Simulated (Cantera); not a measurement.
# Premixed flame

A freely propagating, adiabatic, planar premixed flame of 15.5 % CO, 11.1 % H₂, 1.28 % CH₄, 14.4 % O₂, 57.7 % N₂, equivalence ratio 1.1, unburnt at 300 K and 113 Torr; mixture-averaged transport, grid criteria slope 0.08 and curve 0.16, no radiation.

Computed with Cantera and GRI-Mech 3.0 (53 species, 325 reactions). Burning velocities carry a grid error of a few per cent, more on coarse grids.

```tsv
z (mm)	T (K)	u (m/s)	x CO	x H₂	x CH₄	x H₂O	x H	x CO₂
-11.8	300	1.18	0.155	0.111	0.0128	<1e-8	<1e-8	<1e-8
-7.87	300	1.18	0.155	0.111	0.0128	<1e-8	<1e-8	<1e-8
-5.90	300	1.18	0.155	0.111	0.0128	<1e-8	<1e-8	<1e-8
-3.94	300	1.18	0.155	0.111	0.0128	1.14e-7	<1e-8	<1e-8
-1.97	318	1.25	0.155	0.106	0.0129	0.000386	1.05e-5	0.000193
-0.984	623	2.41	0.149	0.0859	0.0122	0.0149	0.00402	0.00875
0	1088	4.18	0.138	0.0484	0.00372	0.0635	0.0217	0.0278
0.984	1329	5.06	0.110	0.0209	4.21e-5	0.0998	0.0376	0.0620
1.97	1435	5.41	0.0868	0.0172	1.34e-7	0.103	0.0415	0.0877
3.94	1552	5.78	0.0686	0.0187	<1e-8	0.101	0.0392	0.109
7.87	1671	6.16	0.0657	0.0188	<1e-8	0.106	0.0307	0.113
15.7	1797	6.57	0.0661	0.0173	<1e-8	0.114	0.0213	0.115
31.5	1922	6.96	0.0637	0.0152	<1e-8	0.122	0.0138	0.119
```
x: mole fraction of selected species; z is measured from the peak of heat release.

```json
{
 "laminar_burning_velocity": "118 cm/s",
 "thermal_thickness": "3.94 mm",
 "peak x(H)": "0.0416",
 "grid_points": "179"
}
```
